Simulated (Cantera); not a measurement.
Input: 1 mol Fe₂O₃, 2.4 mol H₂S, 4.1 mol CO₂, held at 17.0 bar.

Cantera equilibrium calculation (NASA polynomials, part measured and part estimated; ideal gas, pure solids and liquids). Candidate condensed phases: C, C₆H₆, C₇H₈, C₈H₁₈, Fe, Fe(CO)₅, FeO, Fe(OH)₂, Fe(OH)₃, FeS, FeSO₄, FeS₂, Fe₂O₃, Fe₂(SO₄)₃, Fe₃O₄, H₂O, H₂SO₄, S; 127 gas species. Metal and sulfide melt together well below either melting point, which pure phases cannot show. Mutual solubility and eutectic melting of coexisting phases are not modelled. The tables' stoichiometric FeO is somewhat more stable than real wüstite, so its field is too wide. FeO, FeS: taken at fixed stoichiometry. Gases not in the tables: S₃ to S₇. Kinetics and transport are ignored.

Problem. Which condensed phases are stable at each of these points (T (°C)): 725, 775, 825, 875, 925, 975, 1025, 1075, 1125, 1175, 1225, 1275?

Solution. 
```json
[
 {"T (°C)": "725", "condensed phases": "FeS(s) + Fe₃O₄(s)", "Fe condensed (%)": "100.0"},
 {"T (°C)": "775", "condensed phases": "FeS(s) + Fe₃O₄(s)", "Fe condensed (%)": "100.0"},
 {"T (°C)": "825", "condensed phases": "FeS(s) + Fe₃O₄(s)", "Fe condensed (%)": "100.0"},
 {"T (°C)": "875", "condensed phases": "FeS(s) + Fe₃O₄(s)", "Fe condensed (%)": "100.0"},
 {"T (°C)": "925", "condensed phases": "FeS(s) + Fe₃O₄(s)", "Fe condensed (%)": "100.0"},
 {"T (°C)": "975", "condensed phases": "FeS(s) + Fe₃O₄(s)", "Fe condensed (%)": "100.0"},
 {"T (°C)": "1025", "condensed phases": "FeS(s) + Fe₃O₄(s)", "Fe condensed (%)": "100.0"},
 {"T (°C)": "1075", "condensed phases": "FeS(s) + Fe₃O₄(s)", "Fe condensed (%)": "100.0"},
 {"T (°C)": "1125", "condensed phases": "FeS(s) + Fe₃O₄(s)", "Fe condensed (%)": "100.0"},
 {"T (°C)": "1175", "condensed phases": "FeO(s) + FeS(s)", "Fe condensed (%)": "100.0"},
 {"T (°C)": "1225", "condensed phases": "FeO(s) + FeS(l)", "Fe condensed (%)": "100.0"},
 {"T (°C)": "1275", "condensed phases": "FeO(s) + FeS(l)", "Fe condensed (%)": "100.0"}
]
```

From 725 °C to 1125 °C the condensed part is FeS(s) + Fe₃O₄(s). At 1175 °C the condensed part is FeO(s) + FeS(s). From 1225 °C to 1275 °C the condensed part is FeO(s) + FeS(l).
